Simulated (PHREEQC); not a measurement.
# City or well water: an equilibrium model

A made-up water analysis in mmol/kgw, 60 °C, pH 6.22, pe 12.7: Na 0.469; K 0.627; Ca 0.921; Mg 0.0192; Cl 1.31; S(6) 0.259; Alkalinity (meq/kgw) 1.17; Cd 0.00682; Sr 0.00311; N(5) 0.00403.

Na is adjusted to close the charge balance.
Valence states are taken as typed.

All values are PHREEQC results (ion-association model, phreeqc.dat), not measurements.

```
Quantity                        Value
--------------------  ---------------
ionic strength        0.00407 mol/kgw
activity of water               0.984
specific conductance        652 µS/cm
```

| species | molality | activity | log γ |
|---|---|---|---|
| O2 | 0.923 | 0.924 | 0.000 |
| Cl- | 0.00131 | 0.00122 | -0.032 |
| CO2 | 0.00128 | 0.00128 | 0.000 |
| HCO3- | 0.00116 | 0.00108 | -0.031 |
| Ca+2 | 0.000882 | 0.000661 | -0.125 |
| K+ | 0.000626 | 0.000581 | -0.032 |
| Na+ | 0.000474 | 0.000441 | -0.032 |
| SO4-2 | 0.000230 | 0.000172 | -0.126 |
| CaSO4 | 2.56e-5 | 2.56e-5 | 0.000 |
| Mg+2 | 1.78e-5 | 1.33e-5 | -0.124 |
| CaHCO3+ | 1.29e-5 | 1.20e-5 | -0.031 |
| Cd+2 | 5.79e-6 | 4.31e-6 | -0.128 |
| NO3- | 4.03e-6 | 3.74e-6 | -0.033 |
| Sr+2 | 2.88e-6 | 2.16e-6 | -0.125 |
| KSO4- | 1.30e-6 | 1.21e-6 | -0.031 |
| MgSO4 | 1.21e-6 | 1.21e-6 | 0.000 |

Precipitation was switched off in this run. Species that the database lacks are ignored. Constants without temperature data keep their 25 °C values here.
